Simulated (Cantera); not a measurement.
## Thermodynamics of abatement and gas-phase synthesis, feed H2O + H2 + N2

Input: 1 mol H2O, 4 mol H2, 3.1 mol N2, held at 3048 K and 1.10 mbar.

Cantera equilibrium calculation (NASA polynomials, part measured and part estimated; ideal gas, pure solids and liquids). Candidate condensed phases: H2O; 24 gas species. The numbers say what is thermodynamically allowed, not how fast it happens.

```yaml
x(H): 0.689
x(N2): 0.223
x(O): 0.0680
x(H2): 0.0157
x(OH): 0.00254
x(NO): 0.000995
x(O2): 0.000287
x(N): 0.000269
x(H2O): 0.000167
gas_amount: 13.83 mol
```
